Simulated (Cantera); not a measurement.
A closed system holds: 1 mol SiC, 1.2 mol H2, 0.021 mol C, at 2125 K and 390000 Pa.

Method: chemical equilibrium by Gibbs-energy minimisation in Cantera with the NASA 1993 tables (ideal gas, pure condensed phases). Candidate condensed phases: C, C6H6, C7H8, C8H18, Si, SiC; 87 gas species. Gases not in the tables: Si2H6 and higher silanes. Rates play no part.

Base state: H2 0.995, H 0.00183, C2H2 (acetylene) 0.00167, CH4 0.00120, CH3 4.30e-5, C2H4 2.26e-5, SiH2 1.75e-5 (mole fractions); condensed: C(graphite) + SiC(s).

Q: What changes in the equilibrium state with this change: SiC replaced by MgO?

A: 
```json
[
 {"species": "H2", "before": "0.995", "after": "0.962"},
 {"species": "Mg", "before": "0", "after": "0.0175"},
 {"species": "CO", "before": "0", "after": "0.0169"},
 {"species": "SiH2", "before": "1.75e-5", "after": "0"},
 {"species": "H2O", "before": "0", "after": "0.00115"},
 {"species": "MgH", "before": "0", "after": "0.000565"},
 {"species": "C2H2 (acetylene)", "before": "0.00167", "after": "2.64e-8"},
 {"species": "C2H4", "before": "2.26e-5", "after": "<1e-9"},
 {"species": "MgOH", "before": "0", "after": "2.10e-5"},
 {"species": "C(graphite), mol", "before": "0.0155", "after": "0"},
 {"species": "SiC(s), mol", "before": "1.000", "after": "0"},
 {"species": "MgO(s), mol", "before": "0", "after": "0.978"}
]
```
The tables' values for MgH are old estimates; treat these amounts as uncertain. Further candidate phases: H2O, Mg, MgCO3, MgO, Mg(OH)2.
